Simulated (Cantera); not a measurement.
A closed system holds: 1 mol CO, 32 mol H2, equilibrated at 2200 K and 28000 Pa.

Cantera equilibrium calculation (NASA polynomials, part measured and part estimated; ideal gas, pure solids and liquids). Candidate condensed phases: C, C6H6, C7H8, C8H18, H2O; 110 gas species. Rates play no part.

Base state: H2 0.959, CO 0.0301, H 0.0104, H2O 1.14e-5 (mole fractions); condensed: gas only.

Q: What changes in the equilibrium state with this change: temperature from 2200 K to 2323.15 K?

A: 
| species | before | after |
|---|---|---|
| H2 | 0.959 | 0.950 |
| CO | 0.0301 | 0.0300 |
| H | 0.0104 | 0.0201 |
| H2O | 1.14e-5 | 1.04e-5 |

Q: What changes in the equilibrium state with this change: temperature from 2200 K to 2248 K?

A: 
```json
[
 {"species": "H2", "before": "0.959", "after": "0.956"},
 {"species": "CO", "before": "0.0301", "after": "0.0301"},
 {"species": "H", "before": "0.0104", "after": "0.0136"},
 {"species": "H2O", "before": "1.14e-5", "after": "1.09e-5"}
]
```

Q: What changes in the equilibrium state with this change: temperature from 2200 K to 648 K?

A: 
```
species   before    after
-------  -------  -------
H2         0.959    0.935
CH4      2.75e-6   0.0323
H2O      1.14e-5   0.0323
CO        0.0301  2.16e-7
H         0.0104    <1e-9
```
